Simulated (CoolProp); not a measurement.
Aqueous potassium carbonate as a coolant, at 26 °C, 1 atm.

Computed with CoolProp (Melinder's fits for secondary coolants).

```json
[
 {"mass %": "3.5", "freezing point (°C)": "-1.1", "density (kg/m³)": "1028", "conductivity (W/(m K))": "0.606", "Prandtl number": "6.18", "viscosity (mPa s)": "0.940"},
 {"mass %": "7.4", "freezing point (°C)": "-2.6", "density (kg/m³)": "1064", "conductivity (W/(m K))": "0.601", "Prandtl number": "6.57", "viscosity (mPa s)": "1.04"},
 {"mass %": "11.3", "freezing point (°C)": "-4.2", "density (kg/m³)": "1101", "conductivity (W/(m K))": "0.597", "Prandtl number": "7.08", "viscosity (mPa s)": "1.16"},
 {"mass %": "15.2", "freezing point (°C)": "-6.0", "density (kg/m³)": "1139", "conductivity (W/(m K))": "0.593", "Prandtl number": "7.67", "viscosity (mPa s)": "1.30"},
 {"mass %": "19.1", "freezing point (°C)": "-8.2", "density (kg/m³)": "1178", "conductivity (W/(m K))": "0.590", "Prandtl number": "8.37", "viscosity (mPa s)": "1.47"},
 {"mass %": "23", "freezing point (°C)": "-11.0", "density (kg/m³)": "1219", "conductivity (W/(m K))": "0.586", "Prandtl number": "9.23", "viscosity (mPa s)": "1.69"},
 {"mass %": "26.9", "freezing point (°C)": "-14.8", "density (kg/m³)": "1261", "conductivity (W/(m K))": "0.582", "Prandtl number": "10.3", "viscosity (mPa s)": "1.97"},
 {"mass %": "30.8", "freezing point (°C)": "-19.7", "density (kg/m³)": "1304", "conductivity (W/(m K))": "0.578", "Prandtl number": "11.9", "viscosity (mPa s)": "2.33"},
 {"mass %": "34.7", "freezing point (°C)": "-26.1", "density (kg/m³)": "1349", "conductivity (W/(m K))": "0.573", "Prandtl number": "14.0", "viscosity (mPa s)": "2.82"}
]
```
